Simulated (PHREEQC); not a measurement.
Copper plating or etch bath (model solution)

Consider water at 25 °C with 0.023 mol/kgw CuCl2, 0.00015 mol/kgw HBF4 and 7.7e-05 mol/kgw KCl. Closed to the air; pH follows from the charge balance.

Equilibrium calculation in PHREEQC: ion-association model, phreeqc.dat.

No solid was allowed to form.

Task: Predict the pH.

Result: pH 3.43.

Task: In which forms is F present?

Result: F- 62 %, HF 27 %, CuF+ 11 % of the F.

Complexes and solids missing from the database can't appear. Real BF4- forms and hydrolyses slowly; the run takes it at equilibrium.
